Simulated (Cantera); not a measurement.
Charge: 1 mol Si₃H₈, 0.84 mol HCl, a varied amount of N₂, at 1198.15 K and 0.660 bar.

These are equilibrium values from Cantera (NASA tables, ideal gas, pure condensed phases), not measurements of a reactor. Candidate condensed phases: NH₄Cl, Si, Si₃N₄; 28 gas species. The feed counts by its element totals alone. N₂ is the only nitrogen source here; it is nearly inert below about 1500 K, so the nitride shown seldom forms there in practice. The numbers say what is thermodynamically allowed, not how fast it happens.

x: gas mole fraction; n: condensed amount in mol.

```json
[
 {"n(N₂) (mol)": "31", "x N₂": "0.857", "x H₂": "0.118", "x HCl": "0.0248", "x NH₃": "4.79e-6", "x SiCl₄": "4.11e-6", "x SiHCl₃": "5.27e-7", "x SiCl₃": "2.73e-7", "n Si₃N₄(s)": "1.000"},
 {"n(N₂) (mol)": "62", "x N₂": "0.925", "x H₂": "0.0617", "x HCl": "0.0129", "x NH₃": "1.88e-6", "x SiCl₄": "1.06e-6", "x SiHCl₃": "1.37e-7", "x SiCl₃": "9.81e-8", "n Si₃N₄(s)": "1.000"},
 {"n(N₂) (mol)": "93", "x N₂": "0.950", "x H₂": "0.0417", "x HCl": "0.00876", "x NH₃": "1.06e-6", "x SiCl₄": "4.79e-7", "x SiHCl₃": "6.15e-8", "x SiCl₃": "5.37e-8", "n Si₃N₄(s)": "1.000"},
 {"n(N₂) (mol)": "120", "x N₂": "0.961", "x H₂": "___", "x HCl": "___", "x NH₃": "___", "x SiCl₄": "___", "x SiHCl₃": "___", "x SiCl₃": "3.67e-8", "n Si₃N₄(s)": "1.000"},
 {"n(N₂) (mol)": "150", "x N₂": "0.968", "x H₂": "0.0262", "x HCl": "0.00549", "x NH₃": "5.30e-7", "x SiCl₄": "1.86e-7", "x SiHCl₃": "2.39e-8", "x SiCl₃": "2.63e-8", "n Si₃N₄(s)": "1.000"},
 {"n(N₂) (mol)": "190", "x N₂": "0.975", "x H₂": "___", "x HCl": "___", "x NH₃": "___", "x SiCl₄": "___", "x SiHCl₃": "___", "x SiCl₃": "1.85e-8", "n Si₃N₄(s)": "1.000"},
 {"n(N₂) (mol)": "220", "x N₂": "0.978", "x H₂": "0.0179", "x HCl": "0.00377", "x NH₃": "3.03e-7", "x SiCl₄": "8.70e-8", "x SiHCl₃": "1.12e-8", "x SiCl₃": "1.48e-8", "n Si₃N₄(s)": "1.000"}
]
```

Question: What belongs in the gaps?

Answer: 
- 190, x H₂: 0.0207
- 190, x HCl: 0.00436
- 190, x NH₃: 3.75e-7
- 190, x SiCl₄: 1.16e-7
- 190, x SiHCl₃: 1.49e-8
- 120, x H₂: 0.0326
- 120, x HCl: 0.00684
- 120, x NH₃: 7.33e-7
- 120, x SiCl₄: 2.90e-7
- 120, x SiHCl₃: 3.71e-8
